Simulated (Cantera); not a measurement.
Feed: 1 mol CH3F, 0.16 mol F2, 0.61 mol H2, equilibrated at 9.90 Pa.

Cantera equilibrium calculation (NASA polynomials, part measured and part estimated; ideal gas, pure solids and liquids). Candidate condensed phases: C, C6H6, C7H8, C8H18; 95 gas species. Rates play no part.

Problem. Which condensed phases are stable at each of these points (T (°C)): 2350, 2425, 2500, 2575, 2650, 2725, 2800, 2875, 2950, 3025, 3100, 3175?

Solution. 
```json
[
 {"T (°C)": "2350", "condensed phases": "C(graphite)", "C condensed (%)": "50.6"},
 {"T (°C)": "2425", "condensed phases": "gas only", "C condensed (%)": "0.0"},
 {"T (°C)": "2500", "condensed phases": "gas only", "C condensed (%)": "0.0"},
 {"T (°C)": "2575", "condensed phases": "gas only", "C condensed (%)": "0.0"},
 {"T (°C)": "2650", "condensed phases": "gas only", "C condensed (%)": "0.0"},
 {"T (°C)": "2725", "condensed phases": "gas only", "C condensed (%)": "0.0"},
 {"T (°C)": "2800", "condensed phases": "gas only", "C condensed (%)": "0.0"},
 {"T (°C)": "2875", "condensed phases": "gas only", "C condensed (%)": "0.0"},
 {"T (°C)": "2950", "condensed phases": "gas only", "C condensed (%)": "0.0"},
 {"T (°C)": "3025", "condensed phases": "gas only", "C condensed (%)": "0.0"},
 {"T (°C)": "3100", "condensed phases": "gas only", "C condensed (%)": "0.0"},
 {"T (°C)": "3175", "condensed phases": "gas only", "C condensed (%)": "0.0"}
]
```

At 2350 °C the condensed part is C(graphite). From 2425 °C to 3175 °C nothing is condensed.
